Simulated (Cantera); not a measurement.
# Equilibrium for roasting and sulfation: MgO + SO3 + O2 + CH4

Input: 1 mol MgO, 1.2 mol SO3, 0.83 mol O2, 0.15 mol CH4, equilibrated at 82.5 Torr.

These are equilibrium values from Cantera (NASA tables, ideal gas, pure condensed phases), not measurements of a reactor. Candidate condensed phases: C, C6H6, C7H8, C8H18, H2O, H2SO4, Mg, MgCO3, MgO, Mg(OH)2, MgS, MgSO4, S; 130 gas species. The numbers say what is thermodynamically allowed, not how fast it happens.

```tsv
T (K)	x SO2	x O2	x H2O	x CO2	x SO3	x OH	n MgO(s)
1398	0.427	0.405	0.108	0.0541	0.00590	6.42e-5	1.00
1448	0.428	0.405	0.108	0.0541	0.00445	0.000104	1.00
1498	0.429	0.405	0.108	0.0540	0.00342	0.000164	1.00
1548	0.430	0.406	0.108	0.0540	0.00267	0.000249	1.00
1598	0.430	0.406	0.108	0.0540	0.00212	0.000370	1.00
1648	0.430	0.406	0.108	0.0540	0.00171	0.000537	1.00
1698	0.430	0.406	0.108	0.0540	0.00140	0.000762	1.000
1748	0.431	0.406	0.107	0.0539	0.00115	0.00106	1.000
1798	0.431	0.406	0.107	0.0539	0.000963	0.00144	1.000
1848	0.431	0.405	0.107	0.0539	0.000812	0.00194	1.000
1898	0.431	0.405	0.106	0.0538	0.000691	0.00255	1.000
```
x: gas mole fraction; n: condensed amount in mol.

From 1398 K to 1898 K the condensed part is MgO(s).
